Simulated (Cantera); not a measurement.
A perfectly stirred reactor is fed with CH3OH : O2 : N2 = 1 : 0.938 : 11.2 (molar parts), equivalence ratio 1.6, at 7.50 bar; it is adiabatic with a 550 K inlet, and is followed from long to short residence time, starting on the burning branch (τ in s: 0.23, 0.1, 0.046, 0.021, 0.0092, 0.0041, 0.0018, 0.00082, 0.00037, 0.00016, 7.3e-05, 3.2e-05, 1.5e-05).

Cantera simulation using GRI-Mech 3.0 (53 species, 325 reactions); the numbers are that mechanism's predictions, not measurements. GRI-Mech 3.0 was tuned for natural gas; its chemistry of methanol as a main component is partial and can be far from experiment.

x: mole fraction; the columns are a selection and need not sum to one.

```tsv
τ (s)	T (K)	x CH3OH	x O2	x H	x CH2O	x CH4
0.23	1339	1.57e-5	0.000226	2.35e-5	1.04e-5	___
0.10	1336	2.85e-5	0.000397	2.99e-5	1.87e-5	___
0.046	1331	5.11e-5	0.000672	3.64e-5	3.35e-5	0.000179
0.021	1322	0.000100	0.00119	4.09e-5	6.53e-5	0.000186
0.0092	1257	0.00120	0.00575	8.05e-6	0.000703	___
0.0041	550	0.0761	0.0714	<1e-12	<1e-12	<1e-12
0.0018	550	0.0761	0.0714	<1e-12	<1e-12	<1e-12
0.00082	550	0.0761	0.0714	<1e-12	<1e-12	<1e-12
0.00037	550	0.0761	0.0714	<1e-12	<1e-12	<1e-12
0.00016	550	0.0761	0.0714	<1e-12	<1e-12	<1e-12
7.3e-5	550	0.0761	0.0714	<1e-12	<1e-12	<1e-12
3.2e-5	550	0.0761	0.0714	<1e-12	<1e-12	<1e-12
1.5e-5	550	0.0761	0.0714	<1e-12	<1e-12	<1e-12
```

Complete the blanks.


- 0.23, x CH4: 0.000119
- 0.10, x CH4: 0.000151
- 0.0092, x CH4: 2.18e-5
